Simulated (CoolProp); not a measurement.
Properties of R227EA at several states.

Model: reference Helmholtz-energy equation of state, Lemmon 2016, in CoolProp.

```tsv
T (°C)	p (bar)	phase	cp (kJ/(kg K))	speed of sound (m/s)	viscosity (µPa s)
-43.25	11.3	liquid	1.030	706.8	617
165.25	87.7	supercritical	1.488	150.5	49.0
-42.25	81.2	liquid	1.021	742.4	661
-50.55	15	liquid	1.018	740.1	690
200.75	26.6	gas	1.106	138.9	19.8
153.45	0.891	gas	0.9830	147.3	16.5
```

Viscosity comes from a separate model (Huber 2003), an estimate that may be off by 10 % or more.
